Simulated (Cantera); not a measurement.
Input: 1 mol PbS, 4.5 mol H2, held at 2100 K and 1 atm.

Cantera equilibrium calculation (NASA polynomials, part measured and part estimated; ideal gas, pure solids and liquids). Candidate condensed phases: Pb, PbS, S; 10 gas species. Rates play no part.

Base state: H2 0.757, PbS 0.103, Pb 0.0755, H2S 0.0398, S2 0.0132, SH 0.00881, H 0.00269, S 0.000676 (mole fractions); condensed: gas only.

Problem. What changes in the equilibrium state with this change: temperature from 2100 K to 925 K?

Solution. 
```csv
species,before,after
H2,0.757,0.992
H2S,0.0398,0.00837
PbS,0.103,1.02e-5
Pb,0.0755,2.64e-6
S2,0.0132,<1e-9
H,0.00269,<1e-9
SH,0.00881,1.01e-8
S,0.000676,<1e-9
"Pb(l), mol",0,0.0377
"PbS(s), mol",0,0.962
```

Problem. What changes in the equilibrium state with this change: H2 from 4.5 to 22 mol?

Solution. 
```csv
species,before,after
H2,0.757,0.928
Pb,0.0755,0.0280
H2S,0.0398,0.0196
PbS,0.103,0.0152
S2,0.0132,0.00211
Pb2,2.34e-5,3.20e-6
S,0.000676,0.000271
SH,0.00881,0.00391
```

Problem. What changes in the equilibrium state with this change: H2 from 4.5 to 130 mol?

Solution. 
```
species    before     after
-------  --------  --------
H2          0.757     0.983
Pb         0.0755   0.00668
H2S        0.0398   0.00531
PbS         0.103  0.000932
S2         0.0132  0.000139
Pb2       2.34e-5   1.83e-7
S        0.000676   6.94e-5
```
